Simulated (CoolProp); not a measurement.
Saturation properties of decamethyltetrasiloxane (MD2M) (Tc = 599.4 K, pc = 1.144 MPa, ω = 0.635).

Computed with CoolProp (reference Helmholtz-energy equation of state, Thol 2017).

| T (K) | p (MPa) | liquid density (kg/m³) | vapour density (kg/m³) | enthalpy of vaporisation (kJ/kg) | liquid cp (kJ/(kg K)) | surface tension (mN/m) |
|---|---|---|---|---|---|---|
| 343.2 | 0.001049 | 803.6 | 0.1145 | 173.5 | 1.834 | 13.8 |
| 365.4 | 0.003237 | 781.1 | 0.3327 | 165.7 | 1.887 | 12.1 |
| 387.5 | 0.008394 | 758.2 | 0.8182 | 158.2 | 1.937 | 10.5 |
| 409.7 | 0.01907 | 734.5 | 1.776 | 150.6 | 1.987 | 9.00 |
| 431.9 | 0.03880 | 709.8 | 3.480 | 142.9 | 2.035 | 7.56 |
| 454 | 0.07194 | 683.8 | 6.278 | 134.9 | 2.084 | 6.19 |
| 476.2 | 0.1243 | 656.0 | 10.67 | 126.4 | 2.134 | 4.90 |
| 498.4 | 0.2020 | 625.7 | 17.29 | 117.2 | 2.186 | 3.70 |

It boils at 467.6 K under 1 atm.

Surface tension comes from a separate correlation (Mulero 2014), older than this fluid's equation and unchecked against measurements.
